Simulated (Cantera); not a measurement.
A perfectly stirred reactor is fed with 87.7 % N2O, 12.3 % H2O, at 0.210 bar; it is held at 1175 K, and followed from long to short residence time.

Detailed kinetics in Cantera: GRI-Mech 3.0 (53 species, 325 reactions). GRI-Mech 3.0 was tuned for natural gas; its chemistry of N2O as a main component is partial and can be far from experiment. The mechanism lacks the step 2 NO + O2 → 2 NO2, which can matter for NO2 below about 1400 K. The temperature is held fixed by assumption; the heat of reaction is taken as removed at once.

Question: Predict: x(N2O) at τ = 1.80 s; x(H2O) at τ = 1.80 s; x(N2) at τ = 1.80 s; x(HO2) at τ = 1.80 s; x(H) at τ = 1.80 s; x(N2O) at τ = 62.0 ms; x(H2O) at τ = 62.0 ms; x(N2) at τ = 62.0 ms; x(HO2) at τ = 62.0 ms; x(H) at τ = 62.0 ms.

Answer: 
| Item | Value |
|---|---|
| x(N2O) at τ = 1.80 s | 0.667 |
| x(H2O) at τ = 1.80 s | 0.114 |
| x(N2) at τ = 1.80 s | 0.141 |
| x(HO2) at τ = 1.80 s | 6.87e-7 |
| x(H) at τ = 1.80 s | 2.79e-9 |
| x(N2O) at τ = 62.0 ms | 0.867 |
| x(H2O) at τ = 62.0 ms | 0.122 |
| x(N2) at τ = 62.0 ms | 0.00667 |
| x(HO2) at τ = 62.0 ms | 4.12e-6 |
| x(H) at τ = 62.0 ms | 3.74e-9 |
